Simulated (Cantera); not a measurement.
A closed system holds: 1 mol CH₃Cl, 0.021 mol F₂, 1.1 mol H₂, held at 2098.15 K and 13.3 mbar.

Equilibrium computed with Cantera from the NASA thermochemical tables; the gas is ideal and each condensed phase is pure. Candidate condensed phases: C, C₆H₆, C₇H₈, C₈H₁₈; 118 gas species. Rates play no part.

Base state: H₂ 0.649, HCl 0.308, H 0.0215, HF 0.0133, Cl 0.00751, C₂H₂ (acetylene) 0.000927 (mole fractions); condensed: C(graphite).

Problem. What changes in the equilibrium state with this change: pressure from 13.3 mbar to 5.50 mbar?

Solution. 
| species | before | after |
|---|---|---|
| H₂ | 0.649 | 0.639 |
| HCl | 0.308 | 0.302 |
| H | 0.0215 | 0.0332 |
| Cl | 0.00751 | 0.0115 |
| HF | 0.0133 | 0.0132 |
| C₂H₂ (acetylene) | 0.000927 | 0.000914 |
| C(graphite), mol | 0.994 | 0.994 |
